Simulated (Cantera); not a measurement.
# Si + HF (silicon etching in halogen gases)

Input: 1 mol Si, a varied amount of HF, equilibrated at 475 K and 0.000330 bar.

These are equilibrium values from Cantera (NASA tables, ideal gas, pure condensed phases), not measurements of a reactor. Candidate condensed phases: Si; 25 gas species. The numbers say what is thermodynamically allowed, not how fast it happens.

From 1.2 mol HF to 3.4 mol HF the condensed part is Si(s). From 4.7 mol HF to 19 mol HF nothing is condensed. The main Si-bearing gas is SiF₄ throughout.

| n(HF) (mol) | log p HF | log p H₂ | log p SiF₄ | log p SiHF₃ | log p SiH₂F₂ | n Si(s) |
|---|---|---|---|---|---|---|
| 1.2 | -15.03 | -3.66 | -3.96 | -6.24 | -8.58 | 0.700 |
| 1.7 | -15.03 | -3.66 | -3.96 | -6.24 | -8.58 | 0.574 |
| 2.4 | -15.03 | -3.66 | -3.96 | -6.24 | -8.58 | 0.399 |
| 3.4 | -15.03 | -3.66 | -3.96 | -6.24 | -8.58 | 0.149 |
| 4.7 | -4.20 | -3.75 | -4.05 | <-15 | <-15 | 0 |
| 6.6 | -3.81 | -3.93 | -4.23 | <-15 | <-15 | 0 |
| 9.4 | -3.67 | -4.10 | -4.41 | <-15 | <-15 | 0 |
| 13 | -3.61 | -4.26 | -4.56 | <-15 | <-15 | 0 |
| 19 | -3.56 | -4.44 | -4.74 | <-15 | <-15 | 0 |
log p: log10 of the partial pressure in bar; n: condensed amount in mol.
